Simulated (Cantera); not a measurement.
**S + O₂ + N₂ (abatement and gas-phase synthesis)**

Feed: 1 mol S, 0.022 mol O₂, 3.4 mol N₂, held at 0.0825 Torr.

Equilibrium computed with Cantera from the NASA thermochemical tables; the gas is ideal and each condensed phase is pure. Candidate condensed phases: S; 17 gas species. The numbers say what is thermodynamically allowed, not how fast it happens.

```csv
T (K),x N₂,x S,x S₂,x SO,x O
1825,0.855,0.0282,0.107,0.00888,4.42e-6
1925,0.843,0.0550,0.0913,0.00967,1.53e-5
2025,0.826,0.0939,0.0694,0.00993,4.75e-5
2125,0.807,0.138,0.0445,0.00984,0.000142
2225,0.791,0.176,0.0237,0.00947,0.000417
2325,0.780,0.199,0.0110,0.00864,0.00116
2425,0.774,0.211,0.00488,0.00699,0.00277
2525,0.770,0.218,0.00220,0.00464,0.00509
```
x: gas mole fraction; nothing condenses.

From 1825 K to 2525 K nothing is condensed.
